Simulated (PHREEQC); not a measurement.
**Geothermal or formation water**

Synthetic water in mg/kgw, 10 °C, pH 6.99, pe 11.6:

```
constituent         mg/kgw
------------------  ------
Na                      68
K                     1270
Ca                     359
Mg                    36.4
Cl                     378
S(6) as SO4           1860
Alkalinity as HCO3     429
Cd                    20.5
Li                     6.7
B                     4.07
Pb                    8.29
Sr                     2.1
```

Valence states are taken as typed.

Model: ion-association model, phreeqc.dat, run in PHREEQC.

| Property | Value |
|---|---|
| ionic strength | 0.0716 mol/kgw |
| specific conductance | 3750 µS/cm |
| density | 1.003 g/cm³ |
| charge-balance error | 1.4 % |

```tsv
species	molality	activity	log γ
K+	0.0314	0.0249	-0.101
SO4-2	0.0150	0.00636	-0.374
Cl-	0.0106	0.00844	-0.100
HCO3-	0.00673	0.00546	-0.091
Ca+2	0.00613	0.00268	-0.359
Na+	0.00287	0.00232	-0.092
CaSO4	0.00265	0.00269	0.007
CO2	0.00160	0.00163	0.007
KSO4-	0.00104	0.000845	-0.091
Mg+2	0.00102	0.000458	-0.346
Li+	0.000939	0.000768	-0.087
MgSO4	0.000447	0.000454	0.007
H3BO3	0.000374	0.000381	0.007
CaHCO3+	0.000167	0.000136	-0.087
NaSO4-	8.23e-5	6.68e-5	-0.091
Cd+2	7.88e-5	3.30e-5	-0.378
```

This is a speciation only: nothing precipitates in the calculation. Examples of supersaturated solids here: Otavite, Cerussite. Others may be too. Species that the database lacks are ignored. At this temperature some constants are extrapolated from 25 °C, and those without enthalpy data are left unchanged.
